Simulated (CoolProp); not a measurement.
Vapour-liquid equilibrium of R142b (1) + R113 (2) at 189 kPa; x and y are mole fractions of (1).

Values from CoolProp's multi-fluid Helmholtz-energy mixture model, Lemmon 2006 and Marx 1992; pair parameters Bell 2016.

Q: Give the bubble temperature and the first vapour's composition at x = 0.65, 0.725, 0.875. Is there an azeotrope?

A: x = 0.65: 16.8 °C, y = 0.924; x = 0.725: 14.6 °C, y = 0.943; x = 0.875: 10.5 °C, y = 0.975. No azeotrope shows between x = 0.05 and 0.95.

The pair parameters rest on a limited set of measurements; away from them the model extrapolates.
